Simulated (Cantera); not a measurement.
Source: NASA polynomial tables (part measured, part estimated), evaluated in Cantera. Values are per mole of reaction as written; species without (g) are pure solids or liquids, kept so even where they would boil at 1 bar.

3 NO(g) + Cr2N ⇌ 2 N2(g) + Cr2O3

```tsv
T (K)	ΔH° (kJ)	ΔS° (J/K)	ΔG° (kJ)	log10 K
450	-1281.3	-228.3	-1178.5	136.80
650	?	?	?	?
850	-1279.0	-224.5	-1088.1	66.87
1050	-1278.8	-224.3	-1043.3	51.90
1250	-1279.4	-224.8	-998.4	41.72
1450	?	?	?	?
1650	-1282.8	-227.1	-908.0	28.74
```

Question: Some entries are withheld; supply them.

Answer: 
- 650, ΔH° (kJ): -1280.0
- 650, ΔS° (J/K): -225.9
- 650, ΔG° (kJ): -1133.2
- 650, log10 K: 91.06
- 1450, ΔH° (kJ): -1280.7
- 1450, ΔS° (J/K): -225.8
- 1450, ΔG° (kJ): -953.3
- 1450, log10 K: 34.34
